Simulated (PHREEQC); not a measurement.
0.19 g of hydrous ferric oxide (600 m²/g; 0.2 weak and 0.005 strong sites per Fe, Dzombak-Morel constants, diffuse double layer) in 1 kg of water with 0.05 mol/kgw of an inert sodium salt and 8e-06 mol Na2SeO4, at 25 °C; the pH is set by adding NaOH or the inert anion's acid. O2 is buffered at 0.21 atm. The system is closed to CO2. Nothing may precipitate in this run.

Computed with PHREEQC (ion-association model, wateq4f.dat).

| pH | Se sorbed (%) | surface charge σ (C/m²) | surface potential ψ (mV) |
|---|---|---|---|
| 4 | 99.3 | 0.284 | 158 |
| 5.33 | 92.4 | 0.141 | 122 |
| 6 | 66.0 | 0.086 | 98 |
| 6.67 | 19.3 | 0.048 | 70 |
| 8 | 0.2 | 0.003 | 6 |
| 9.33 | 0.0 | -0.039 | -61 |
| 10 | 0.0 | -0.074 | -90 |
| 10.67 | 0.0 | -0.126 | -116 |
| 12 | 0.0 | -0.281 | -152 |
